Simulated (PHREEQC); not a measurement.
Synthetic water in mg/L, 19 °C, pH 7.99, pe -1.3:

```csv
constituent,mg/L
Na,9570
K,238
Ca,104
Mg,259
Cl,13400
S(6) as SO4,2860
Alkalinity as HCO3,0.842
Si as SiO2,15.4
Mn(2),159
```

Valence states are taken as typed.

Equilibrium calculation in PHREEQC: ion-association model, phreeqc.dat.

This is a speciation only: nothing precipitates in the calculation.

**Question.** Order these C species by the share of C that they hold, largest first: MnHCO3+, NaHCO3, HCO3-, MgHCO3+, MnCO3.

**Answer.** HCO3- (75 %), NaHCO3 (8.2 %), MnCO3 (7.2 %), MnHCO3+ (3.3 %), MgHCO3+ (2.4 %)

The pH is 7.99 and the ionic strength 0.476 mol/kgw. Examples of supersaturated solids here: Quartz (slow to form), Chalcedony (slow to form). Others may be too.
